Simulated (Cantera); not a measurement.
# Equilibrium for halide evaporation, hydrolysis and transport: CaF2 + O2 + N2

A closed system holds: 1 mol CaF2, 0.041 mol O2, 180 mol N2, at 31.5 Torr.

Cantera equilibrium calculation (NASA polynomials, part measured and part estimated; ideal gas, pure solids and liquids). Candidate condensed phases: Ca, CaF2, CaO; 22 gas species. The numbers say what is thermodynamically allowed, not how fast it happens.

| T (K) | log p N2 | log p CaF2 | log p NO | log p O2 | n CaF2(s) |
|---|---|---|---|---|---|
| 1075 | -1.38 | -11.36 | -6.98 | -5.02 | 1.00 |
| 1175 | -1.38 | -9.62 | -6.60 | -5.03 | 1.000 |
| 1275 | -1.38 | -8.17 | -6.29 | -5.03 | 1.000 |
| 1375 | -1.38 | -6.94 | -6.02 | -5.04 | 1.000 |
| 1475 | -1.38 | -5.90 | -5.79 | -5.06 | 0.995 |
| 1575 | -1.38 | -5.01 | -5.60 | -5.08 | 0.958 |
| 1675 | -1.38 | -4.23 | -5.44 | -5.12 | 0.750 |
| 1775 | -1.38 | -3.63 | -5.30 | -5.16 | 0 |
| 1875 | -1.38 | -3.63 | -5.19 | -5.22 | 0 |
| 1975 | -1.38 | -3.64 | -5.10 | -5.31 | 0 |
| 2075 | -1.38 | -3.64 | -5.04 | -5.42 | 0 |
| 2175 | -1.38 | -3.64 | -5.01 | -5.57 | 0 |
log p: log10 of the partial pressure in bar; n: condensed amount in mol.

From 1075 K to 1675 K the condensed part is CaF2(s). From 1775 K to 2175 K nothing is condensed.
